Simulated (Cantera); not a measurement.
Input (Python, Cantera) and output of one run.

```python
import numpy as np
import cantera as ct

gas_names = """
    N N2 Si SiN Si2 Si2N Si3
""".split()
cond_names = """
    Si(cr) Si(L) Si3N4(a)
""".split()


# ... load() reads the species with a 1 bar reference pressure and builds the phases ...
atoms = {
    'Si3N4': {'Si': 3, 'N': 4},
    'N2': {'N': 2},
}
top_T = {'Si3N4(a)': 2400}  # K; cautious upper limits of use, not melting points


# ... equilibrate(T, P, feed) seeds the gas with the atoms and calls Mixture.equilibrate('TP', solver="vcs", rtol=1e-11, max_steps=5000) ...
results = []
feed = {'Si3N4': 1, 'N2': 1.2}  # mol
for P in [1, 5.6, 32, 180, 1000, 5600, 32000, 180000, 1000000]:
    for T in [1775, 1825, 1875, 1925, 1975, 2025, 2075, 2125, 2175, 2225, 2275, 2325]:
        mix = equilibrate(T, P, feed)
        results.append((T, P, feed, dict(zip(mix.species_names, mix.species_moles))))

for T, P, feed, n in results:
    print(f"{T:7g} {P:10.4g}  " + (" + ".join(c for c in cond_names if n.get(c, 0) > 1e-12) or "gas only"))
```

Result:

```
   1775          1  Si(L)
   1825          1  Si(L)
   1875          1  gas only
   1925          1  gas only
   1975          1  gas only
   2025          1  gas only
   2075          1  gas only
   2125          1  gas only
   2175          1  gas only
   2225          1  gas only
   2275          1  gas only
   2325          1  gas only
   1775        5.6  Si(L)
   1825        5.6  Si(L)
   1875        5.6  Si(L)
   1925        5.6  Si(L)
   1975        5.6  gas only
   2025        5.6  gas only
   2075        5.6  gas only
   2125        5.6  gas only
   2175        5.6  gas only
   2225        5.6  gas only
   2275        5.6  gas only
   2325        5.6  gas only
   1775         32  Si(L)
   1825         32  Si(L)
   1875         32  Si(L)
   1925         32  Si(L)
   1975         32  Si(L)
   2025         32  Si(L)
   2075         32  Si(L)
   2125         32  gas only
   2175         32  gas only
   2225         32  gas only
   2275         32  gas only
   2325         32  gas only
   1775        180  Si(L)
   1825        180  Si(L)
   1875        180  Si(L)
   1925        180  Si(L)
   1975        180  Si(L)
   2025        180  Si(L)
   2075        180  Si(L)
   2125        180  Si(L)
   2175        180  Si(L)
   2225        180  Si(L)
   2275        180  Si(L)
   2325        180  gas only
   1775       1000  Si3N4(a)
   1825       1000  Si(L)
   1875       1000  Si(L)
   1925       1000  Si(L)
   1975       1000  Si(L)
   2025       1000  Si(L)
   2075       1000  Si(L)
   2125       1000  Si(L)
   2175       1000  Si(L)
   2225       1000  Si(L)
   2275       1000  Si(L)
   2325       1000  Si(L)
   1775       5600  Si3N4(a)
   1825       5600  Si3N4(a)
   1875       5600  Si3N4(a)
   1925       5600  Si(L)
   1975       5600  Si(L)
   2025       5600  Si(L)
   2075       5600  Si(L)
   2125       5600  Si(L)
   2175       5600  Si(L)
   2225       5600  Si(L)
   2275       5600  Si(L)
   2325       5600  Si(L)
   1775    3.2e+04  Si3N4(a)
   1825    3.2e+04  Si3N4(a)
   1875    3.2e+04  Si3N4(a)
   1925    3.2e+04  Si3N4(a)
   1975    3.2e+04  Si3N4(a)
   2025    3.2e+04  Si3N4(a)
   2075    3.2e+04  Si(L)
   2125    3.2e+04  Si(L)
   2175    3.2e+04  Si(L)
   2225    3.2e+04  Si(L)
   2275    3.2e+04  Si(L)
   2325    3.2e+04  Si(L)
   1775    1.8e+05  Si3N4(a)
   1825    1.8e+05  Si3N4(a)
   1875    1.8e+05  Si3N4(a)
   1925    1.8e+05  Si3N4(a)
   1975    1.8e+05  Si3N4(a)
   2025    1.8e+05  Si3N4(a)
   2075    1.8e+05  Si3N4(a)
   2125    1.8e+05  Si3N4(a)
   2175    1.8e+05  Si3N4(a)
   2225    1.8e+05  Si(L)
   2275    1.8e+05  Si(L)
   2325    1.8e+05  Si(L)
   1775      1e+06  Si3N4(a)
   1825      1e+06  Si3N4(a)
   1875      1e+06  Si3N4(a)
   1925      1e+06  Si3N4(a)
   1975      1e+06  Si3N4(a)
   2025      1e+06  Si3N4(a)
   2075      1e+06  Si3N4(a)
   2125      1e+06  Si3N4(a)
   2175      1e+06  Si3N4(a)
   2225      1e+06  Si3N4(a)
   2275      1e+06  Si3N4(a)
   2325      1e+06  Si3N4(a)
```

Equilibrium computed with Cantera from the NASA thermochemical tables; the gas is ideal and each condensed phase is pure.
